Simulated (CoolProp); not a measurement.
Vapour-liquid equilibrium of benzene (1) + octamethylcyclotetrasiloxane (D4) (2) at 0.714 MPa; x and y are mole fractions of (1).

Model: multi-fluid Helmholtz-energy mixture model, Thol 2012 and Thol 2015; pair parameters Bell 2016, in CoolProp.

| x | bubble temperature (K) | y at the bubble point | dew temperature at overall composition x (K) | liquid density (mol/L) |
|---|---|---|---|---|
| 0.05 | 539.2 | 0.113 | 542.9 | 2.133 |
| 0.15 | 524.5 | 0.341 | 537.0 | 2.446 |
| 0.25 | 509.1 | 0.540 | 530.7 | 2.803 |
| 0.35 | 494.4 | 0.690 | 523.9 | 3.209 |
| 0.45 | 481.2 | 0.795 | 516.5 | 3.677 |
| 0.55 | 469.8 | 0.867 | 508.2 | 4.227 |
| 0.65 | 459.8 | 0.917 | 498.7 | 4.892 |
| 0.75 | 451.0 | 0.952 | 487.3 | 5.724 |
| 0.85 | 443.2 | 0.977 | 472.7 | 6.798 |
| 0.95 | 436.4 | 0.994 | 451.6 | 8.241 |

No azeotrope shows between x = 0.05 and 0.95.

The pair parameters rest on a limited set of measurements; away from them the model extrapolates.
